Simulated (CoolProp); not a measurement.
Properties of hexamethyldisiloxane (MM) along the isobar 9.72 bar.

The numbers come from the reference Helmholtz-energy equation of state, Thol 2016 in CoolProp.

```csv
T (°C),phase,density (kg/m³),cv (kJ/(kg K)),Joule-Thomson coefficient (K/MPa),isothermal compressibility (1/MPa),fugacity coefficient
-49.85,liquid,837.3,1.395,-0.5002,0.001107,2.743e-5
-39.95,liquid,827.3,1.409,-0.4918,0.001198,7.200e-5
-30.05,liquid,817.3,1.425,-0.4822,0.001297,0.0001720
-20.15,liquid,807.3,1.443,-0.4715,0.001405,0.0003784
-10.25,liquid,797.3,1.463,-0.4597,0.001525,0.0007742
-0.45,liquid,787.3,1.484,-0.4470,0.001657,0.001477
9.45,liquid,777.2,1.506,-0.4332,0.001805,0.002680
19.35,liquid,766.9,1.529,-0.4183,0.001969,0.004624
29.25,liquid,756.6,1.552,-0.4023,0.002154,0.007628
39.15,liquid,746.2,1.577,-0.3852,0.002362,0.01208
49.05,liquid,735.6,1.601,-0.3667,0.002597,0.01846
```
